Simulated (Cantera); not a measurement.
# Moist CO burnout

An isothermal, constant-pressure homogeneous reactor starts with CO : O₂ : H₂O : N₂ = 0.0032 : 0.013 : 0.00025 : 1 (molar parts), at 1025 K and 180 Torr.

Computed with Cantera and GRI-Mech 3.0 (53 species, 325 reactions).

| t (s) | x CO | x O₂ | x H₂O | x NO | x O | x H₂O₂ | x H |
|---|---|---|---|---|---|---|---|
| 7.00e-5 | 0.00315 | 0.0128 | 0.000246 | <1e-12 | 1.28e-12 | <1e-12 | <1e-12 |
| 0.000229 | 0.00315 | 0.0128 | 0.000246 | <1e-12 | 4.17e-12 | <1e-12 | <1e-12 |
| 0.000749 | 0.00315 | 0.0128 | 0.000246 | <1e-12 | 1.36e-11 | <1e-12 | <1e-12 |
| 0.00245 | 0.00315 | 0.0128 | 0.000246 | <1e-12 | 4.45e-11 | <1e-12 | <1e-12 |
| 0.00801 | 0.00315 | 0.0128 | 0.000246 | <1e-12 | 1.48e-10 | <1e-12 | <1e-12 |
| 0.0262 | 0.00315 | 0.0128 | 0.000246 | <1e-12 | 5.51e-10 | <1e-12 | 5.19e-12 |
| 0.0857 | 0.00315 | 0.0128 | 0.000246 | <1e-12 | 3.65e-9 | <1e-12 | 4.66e-11 |
| 0.280 | 0.00315 | 0.0128 | 0.000246 | <1e-12 | 5.71e-7 | 2.41e-10 | 1.14e-8 |
| 0.917 | 0.00108 | 0.0118 | 0.000242 | 1.43e-8 | 3.63e-5 | 3.90e-9 | 2.05e-6 |
| 3.00 | 0.000135 | 0.0113 | 0.000246 | 2.85e-8 | 4.51e-6 | 1.69e-9 | 1.01e-7 |
x: mole fraction; the columns are a selection and need not sum to one.

Equilibrium at this temperature and pressure: CO 8.53e-12, O₂ 0.0112, H₂O 0.000246, NO 1.06e-5, O 7.18e-11, H₂O₂ <1e-12, H <1e-12 (gas phase only).
